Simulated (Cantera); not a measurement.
An adiabatic, constant-pressure homogeneous reactor starts with 2.49 % CH₃OH, 10.4 % O₂, 87.1 % N₂, at 1823 K and 9.87 atm.

Detailed kinetics in Cantera: GRI-Mech 3.0 (53 species, 325 reactions). GRI-Mech 3.0 was tuned for natural gas; its chemistry of methanol as a main component is partial and can be far from experiment.

Q: Predict: time of steepest temperature rise; temperature at 3.00 s; equilibrium temperature; x(O₂) at 3.00 s; x(OH) at 3.00 s; x(NO₂) at 3.00 s.

A: 
```json
{
  "time_of_steepest_temperature_rise": "5.87 µs",
  "temperature at 3.00 s": "2237 K",
  "equilibrium_temperature": "2237 K",
  "x(O₂) at 3.00 s": "0.0613 (gas-phase equilibrium 0.0613)",
  "x(OH) at 3.00 s": "0.00166 (gas-phase equilibrium 0.00166)",
  "x(NO₂) at 3.00 s": "1.60e-5 (gas-phase equilibrium 1.60e-5)"
}
```
